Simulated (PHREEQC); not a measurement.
Solution (75 °C): 0.0015 mol NiCl2 and 0.0056 mol H3BO3 per kg of water. Closed to the air; pH follows from the charge balance.

All values are PHREEQC results (ion-association model, wateq4f.dat), not measurements.

This is a speciation only: nothing precipitates in the calculation.

Question: What pH does the model give?

Answer: pH 5.49.

Constants without temperature data keep their 25 °C values here.
